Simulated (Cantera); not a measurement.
An adiabatic, constant-volume homogeneous reactor starts with CH4 : O2 : N2 = 1 : 0.909 : 2.82 (molar parts), equivalence ratio 2.2, at 1623 K and 9.87 atm. Integrator tolerance rtol = 1e-08.

Detailed kinetics in Cantera: GRI-Mech 3.0 (53 species, 325 reactions).

### Question
What does this change do: initial temperature 1623 to 1125 K?

### Answer
| quantity | before | after |
|---|---|---|
| time of steepest temperature rise | 67.2 µs | 15.7 ms |
| temperature at 0.400 s | 2920 K | 2524 K |
| equilibrium temperature | 2920 K | 2524 K |
| x(CH4) at 0.400 s | 4.42e-9 (gas-phase equilibrium 4.95e-9) | 2.83e-8 (gas-phase equilibrium 3.15e-8) |
| x(O2) at 0.400 s | 1.83e-5 (gas-phase equilibrium 1.83e-5) | 5.49e-7 (gas-phase equilibrium 5.49e-7) |
| x(H) at 0.400 s | 0.0120 (gas-phase equilibrium 0.0120) | 0.00249 (gas-phase equilibrium 0.00249) |
| x(OH) at 0.400 s | 0.00220 (gas-phase equilibrium 0.00220) | 0.000307 (gas-phase equilibrium 0.000307) |
| x(HCO) at 0.400 s | 3.51e-6 (gas-phase equilibrium 3.51e-6) | 1.48e-6 (gas-phase equilibrium 1.48e-6) |
| x(NO) at 0.400 s | 0.000316 (gas-phase equilibrium 0.000316) | 3.05e-5 (gas-phase equilibrium 3.05e-5) |
| x(C2H4) at 0.400 s | <1e-12 (gas-phase equilibrium <1e-12) | <1e-12 (gas-phase equilibrium <1e-12) |
